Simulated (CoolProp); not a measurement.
Carbon monoxide along the isotherm 56.65 °C: fugacity coefficient from the reference equation and from simpler models built on Tc = -140.3 °C, pc = 3498 kPa, ω = 0.050; each cubic takes its own stable root.

Computed with CoolProp (reference Helmholtz-energy equation of state, Lemmon 2006). It is a short technical equation, of lower accuracy than the large ones.

```
p (kPa)          phase  reference
-------  -------------  ---------
4370     supercritical     0.9982
8750     supercritical      1.001
13100    supercritical      1.007
17500    supercritical      1.018
21900    supercritical      1.031
26200    supercritical      1.049
30600    supercritical      1.069
35000    supercritical      1.093
```

Problem. How far does each simpler model (van der Waals, Redlich-Kwong, Soave-Redlich-Kwong, Peng-Robinson) lie from the reference over these 8 states: mean and median of the absolute difference, and the worst?

Solution. 
- van der Waals: mean 6.6 %, median 7.3 %, worst -9.4 % at 56.65 °C and 35000 kPa
- Redlich-Kwong: mean 3.0 %, median 3.1 %, worst -5.0 % at 56.65 °C and 35000 kPa
- Soave-Redlich-Kwong: mean 2.6 %, median 2.7 %, worst +3.9 % at 56.65 °C and 35000 kPa
- Peng-Robinson: mean 2.8 %, median 2.8 %, worst -4.7 % at 56.65 °C and 35000 kPa
